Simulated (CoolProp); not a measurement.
Vapour-liquid equilibrium of R113 (1) + n-hexane (2) at 179.25 °C; x and y are mole fractions of (1).

Model: multi-fluid Helmholtz-energy mixture model, Marx 1992 and Thol 2019; pair parameters Bell 2016, in CoolProp.

```csv
x,"bubble pressure, mixture model (MPa)","bubble pressure, Raoult's law (MPa)","y, mixture model","y, Raoult's law"
0.05,1.335,1.321,[?],0.076
0.2,1.476,1.428,0.263,0.280
0.35,1.601,1.536,0.423,0.456
0.5,1.713,1.644,0.566,0.609
0.65,[?],1.751,0.699,0.743
0.8,1.903,1.859,0.827,0.862
0.95,[?],1.967,0.956,0.967
```

### Question
What belongs in the gaps?

### Answer

- 0.05, y, mixture model: 0.073
- 0.65, bubble pressure, mixture model (MPa): 1.814
- 0.95, bubble pressure, mixture model (MPa): 1.980

The largest gap from Raoult's law is +4.2 % in bubble pressure, at x = 0.5. No azeotrope shows between x = 0.05 and 0.95.

The pair parameters rest on a limited set of measurements; away from them the model extrapolates.
